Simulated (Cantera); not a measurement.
Reactions in the system Ca-F-H

Cantera with NASA thermochemical tables; ideal gases at 1 bar, condensed phases pure. Values are per mole of reaction as written; species without (g) are pure solids or liquids, kept so even where they would boil at 1 bar.

Ca(g) + 2 HF(g) ⇌ CaF2 + H2(g)

```tsv
T (K)	ΔH° (kJ)	ΔS° (J/K)	ΔG° (kJ)	log10 K
1000	-837.6	-269.1	-568.5	29.69
1050	-835.6	-267.2	-555.0	27.61
1100	-833.5	-265.3	-541.7	25.72
1150	-831.4	-263.4	-528.5	24.01
1200	-829.2	-261.5	-515.4	22.43
1250	-826.9	-259.6	-502.4	20.99
1300	-824.5	-257.8	-489.4	19.67
```
